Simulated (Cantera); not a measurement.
Input: 1 mol TEOS, 0.36 mol NO, equilibrated at 1025 K and 683 Torr.

These are equilibrium values from Cantera (NASA tables, ideal gas, pure condensed phases), not measurements of a reactor. Candidate condensed phases: C, C6H6, C7H8, C8H18, H2O, Si, SiC, SiO2, Si2N2O, Si3N4; 151 gas species. The feed counts by its element totals alone. Equilibrium is a limit: real reactors are often held back by kinetics, nucleation or transport.

Task: What is the equilibrium state?

Result: 
```
Property                              Value
--------------------------------  ---------
x(H2)                                 0.752
x(CO)                                 0.158
x(CH4)                               0.0379
x(H2O)                               0.0287
x(N2)                                0.0154
x(CO2)                              0.00781
x(NH3)                              3.65e-5
n(C(graphite))                     5.62 mol
n(SiO2(β-quartz))                  1.00 mol
gas amount                        11.67 mol
log10 activity of Si(s) (absent)     -14.66
```
